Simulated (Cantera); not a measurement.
Charge: 1 mol CF4, 1.8 mol H2, held at 1275 °C.

Cantera equilibrium calculation (NASA polynomials, part measured and part estimated; ideal gas, pure solids and liquids). Candidate condensed phases: C, C6H6, C7H8, C8H18; 95 gas species. Gases not in the tables: C2F6 and larger saturated fluorocarbons. Equilibrium is a limit: real reactors are often held back by kinetics, nucleation or transport.

Q: At 0.0560 bar, list the 4 most abundant gas species with their mole fractions, and the condensed phases.

A: HF 0.973, CF4 0.0270, CF2 5.95e-5, F 1.53e-5. Condensed: C(graphite).
